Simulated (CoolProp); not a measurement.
Chloromethane (R40) along the isobar 3.42 MPa: Z from the reference equation and from simpler models built on Tc = 418.6 K, pc = 6.929 MPa, ω = 0.150; each cubic takes its own stable root.

Computed with CoolProp (reference Helmholtz-energy equation of state, Thol 2014).

| T (K) | phase | reference | Pitzer virial | van der Waals | Redlich-Kwong | Soave-Redlich-Kwong | Peng-Robinson |
|---|---|---|---|---|---|---|---|
| 402.4 | gas | 0.7547 | 0.8068 | 0.8072 | 0.7773 | 0.7742 | 0.7559 |
| 411.3 | gas | 0.7772 | 0.8201 | 0.8198 | 0.7949 | 0.7937 | 0.7757 |
| 420.1 | gas | 0.7963 | 0.8322 | 0.8311 | 0.8103 | 0.8105 | 0.7930 |
| 428.9 | gas | 0.8130 | 0.8432 | 0.8413 | 0.8240 | 0.8255 | 0.8083 |
| 437.7 | gas | 0.8276 | 0.8534 | 0.8506 | 0.8362 | 0.8389 | 0.8220 |
| 446.6 | gas | 0.8408 | 0.8629 | 0.8592 | 0.8474 | 0.8510 | 0.8345 |
| 455.4 | gas | 0.8525 | 0.8716 | 0.8671 | 0.8574 | 0.8619 | 0.8457 |
| 464.2 | gas | 0.8630 | 0.8796 | 0.8743 | 0.8665 | 0.8718 | 0.8559 |
| 473 | gas | 0.8726 | 0.8870 | 0.8809 | 0.8749 | 0.8808 | 0.8652 |
